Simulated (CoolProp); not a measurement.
Vapour-liquid equilibrium of propane (1) + R227EA (2) at 64.25 °C; x and y are mole fractions of (1).

The numbers come from the multi-fluid Helmholtz-energy mixture model, Lemmon 2009 and Lemmon 2016; pair parameters Bell 2016 in CoolProp.

| x | bubble pressure, mixture model (MPa) | bubble pressure, Raoult's law (MPa) | y, mixture model | y, Raoult's law |
|---|---|---|---|---|
| 0.05 | 1.454 | 1.352 | 0.114 | 0.085 |
| 0.15 | 1.726 | 1.452 | 0.278 | 0.238 |
| 0.25 | 1.951 | 1.553 | 0.393 | 0.371 |
| 0.35 | 2.130 | 1.654 | 0.480 | 0.488 |
| 0.45 | 2.271 | 1.754 | 0.552 | 0.592 |
| 0.55 | 2.375 | 1.855 | 0.619 | 0.684 |
| 0.65 | 2.444 | 1.956 | 0.685 | 0.767 |
| 0.75 | 2.475 | 2.056 | 0.755 | 0.842 |
| 0.85 | 2.459 | 2.157 | 0.835 | 0.909 |
| 0.95 | 2.380 | 2.258 | 0.936 | 0.971 |

The largest gap from Raoult's law is +29.5 % in bubble pressure, at x = 0.45. y crosses x between x = 0.75 and 0.85: the model has an azeotrope there.

Pair parameters are fitted to limited data, so mixtures are less certain than the pure fluids.
